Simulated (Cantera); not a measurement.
Source: NASA polynomial tables (part measured, part estimated), evaluated in Cantera. Values are per mole of reaction as written; species without (g) are pure solids or liquids, kept so even where they would boil at 1 bar.

10 N(g) + P₄O₁₀ = P₄(g) + 10 NO(g)

```json
[
 {"T (K)": "523", "ΔH° (kJ)": "___", "ΔS° (J/K)": "___", "ΔG° (kJ)": "___", "log10 K": "___"},
 {"T (K)": "573", "ΔH° (kJ)": "___", "ΔS° (J/K)": "___", "ΔG° (kJ)": "___", "log10 K": "___"},
 {"T (K)": "623", "ΔH° (kJ)": "-781.6", "ΔS° (J/K)": "547.8", "ΔG° (kJ)": "-1122.8", "log10 K": "94.14"},
 {"T (K)": "673", "ΔH° (kJ)": "-789.8", "ΔS° (J/K)": "535.1", "ΔG° (kJ)": "-1149.9", "log10 K": "89.25"}
]
```

Complete the blanks.


- 523, ΔH° (kJ): -767.0
- 523, ΔS° (J/K): 573.3
- 523, ΔG° (kJ): -1066.8
- 523, log10 K: 106.54
- 573, ΔH° (kJ): -774.0
- 573, ΔS° (J/K): 560.5
- 573, ΔG° (kJ): -1095.1
- 573, log10 K: 99.83
